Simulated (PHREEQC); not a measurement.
Make-up at 25 °C: 44 mmol/kgw K2HPO4 and 1.7 mmol/kgw HF. Closed to the air; pH follows from the charge balance.

Model: ion-association model, phreeqc.dat, run in PHREEQC.

No solid was allowed to form.

Problem. What pH, ionic strength does the model give?

Solution. pH 8.23; ionic strength 0.126 mol/kgw.

Problem. In which forms is K present?

Solution. K+ 97 %, KHPO4- 2.6 % of the K.
